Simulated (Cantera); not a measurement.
A Cantera script and what it prints.

```python
import numpy as np
import cantera as ct

gas_names = """
    AL ALN ALO ALO2 AL2 AL2O AL2O2 N NO NO2 NO3 N2 N2O O O2 O3
""".split()
cond_names = """
    AL(cr) AL(L) ALN(s) AL2O3(a) AL2O3(L)
""".split()


# ... load() reads the species with a 1 bar reference pressure and builds the phases ...
atoms = {
    'Al': {'AL': 1},
    'O2': {'O': 2},
    'N2': {'N': 2},
}
top_T = {'ALN(s)': 2750}  # K; cautious upper limits of use, not melting points


# ... equilibrate(T, P, feed) seeds the gas with the atoms and calls Mixture.equilibrate('TP', solver="vcs", rtol=1e-11, max_steps=5000) ...
results = []
feed = {'Al': 1, 'O2': 0.4, 'N2': 2}  # mol
P = 310  # Pa
for T in [1123, 1223, 1323, 1423, 1523, 1623, 1723, 1823, 1923, 2023, 2123]:
    mix = equilibrate(T, P, feed)
    results.append((T, P, feed, dict(zip(mix.species_names, mix.species_moles))))

top = {s: max(r[3][s] / sum(r[3][g] for g in gas_names) for r in results) for s in gas_names}
cols = sorted((s for s in top if top[s] > 1e-06), key=lambda s: -top[s])[:5]
seen = [c for c in cond_names if any(r[3].get(c, 0) > 1e-12 for r in results)]
print("log10 of partial pressures in bar; condensed amounts in mol")
print(f"{'T/K':>10s}" + "".join(f"{s[:9]:>10s}" for s in cols + seen))
for T, P, feed, n in results:
    ng = sum(n[g] for g in gas_names)
    print(f"{T:10.4g}" + "".join(f"{np.log10(max(n[s] / ng * P / 1e5, 1e-99)):10.3f}" for s in cols)
          + "".join(f"{n.get(c, 0):10.4g}" for c in seen))
```

Result:

```
log10 of partial pressures in bar; condensed amounts in mol
       T/K        N2        AL      AL2O       ALO       AL2    ALN(s)  AL2O3(a)
      1123    -2.509   -16.430   -20.037   -22.042   -29.854    0.4667    0.2667
      1223    -2.509   -13.993   -16.911   -19.300   -25.634    0.4667    0.2667
      1323    -2.509   -11.927   -14.265   -16.978   -22.060    0.4667    0.2667
      1423    -2.509   -10.156   -11.999   -14.986   -18.995    0.4667    0.2667
      1523    -2.509    -8.620   -10.036   -13.259   -16.339    0.4667    0.2667
      1623    -2.509    -7.275    -8.322   -11.748   -14.016    0.4666    0.2667
      1723    -2.509    -6.089    -6.811   -10.414   -11.967    0.4661    0.2666
      1823    -2.510    -5.035    -5.469    -9.229   -10.146    0.4588     0.266
      1923    -2.528    -4.084    -4.260    -8.166    -8.502    0.3713    0.2555
      2023    -2.588    -3.557    -3.613    -7.319    -7.682         0    0.2037
      2123    -2.589    -3.535    -3.635    -6.705    -7.848         0    0.2066
```

Cantera equilibrium calculation (NASA polynomials, part measured and part estimated; ideal gas, pure solids and liquids). Mutual solubility and eutectic melting of coexisting phases are not modelled. Condensed phases not in the tables: aluminium oxynitride.
